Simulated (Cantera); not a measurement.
Input (Python, Cantera) and output of one run.

```python
import numpy as np
import cantera as ct

gas_names = """
    H2O2 H2O
""".split()
cond_names = """
    Cr(cr) Cr(L) Cr2O3(s) Cr2O3(L)
""".split()


def load(file, names, dense=False):
    # The tables refer to 1 bar. Condensed volumes are neglected.
    table = {s.name: s for s in ct.Species.list_from_file(file)}
    out = []
    for n in names:
        d = dict(table[n].input_data)
        d["thermo"] = dict(d["thermo"], **{"reference-pressure": 1e5})
        if dense:
            d["equation-of-state"] = {"model": "constant-volume", "density": "1e6 g/cm^3"}
        out.append(ct.Species.from_dict(d))
    return out


species = {s.name: s for s in load("nasa_gas.yaml", gas_names) + load("nasa_condensed.yaml", cond_names)}
# Each term lists the table entries of one substance; the one whose range holds T is used.
reactions = {
    '3 H2O2(g) + 2 Cr = Cr2O3 + 3 H2O(g)':
        [(-3, ['H2O2']), (-2, ['Cr(cr)', 'Cr(L)']), (1, ['Cr2O3(s)', 'Cr2O3(L)']), (3, ['H2O'])],
}


def pick(names, T):
    return next(species[n] for n in names if species[n].thermo.min_temp <= T <= species[n].thermo.max_temp)


results = []
for label, terms in reactions.items():
    print(label)
    print("     T/K   dH/kJ  dS/(J/K)   dG/kJ   log10 K")
    for T in [2398, 2498, 2598, 2698, 2798]:
        used = [(nu, pick(names, T)) for nu, names in terms]
        dH = sum(nu * s.thermo.h(T) for nu, s in used) / 1e6
        dS = sum(nu * s.thermo.s(T) for nu, s in used) / 1e3
        dG = dH - T * dS / 1e3
        logK = -dG * 1e6 / (ct.gas_constant * T * np.log(10))
        results.append((label, T, dH, dS, dG, logK, [s.name for _, s in used]))
        print(f"{T:8g} {dH:8.1f} {dS:8.1f} {dG:8.1f} {logK:8.2f}")
```

Output:

```
3 H2O2(g) + 2 Cr = Cr2O3 + 3 H2O(g)
     T/K   dH/kJ  dS/(J/K)   dG/kJ   log10 K
    2398  -1504.8   -114.3  -1230.7    26.81
    2498  -1505.0   -114.4  -1219.2    25.49
    2598  -1505.2   -114.5  -1207.8    24.28
    2698  -1374.4    -64.2  -1201.1    23.25
    2798  -1373.2    -63.8  -1194.7    22.30
```

Source: NASA polynomial tables (part measured, part estimated), evaluated in Cantera. Condensed species are held in their standard states even where they would react or evaporate.
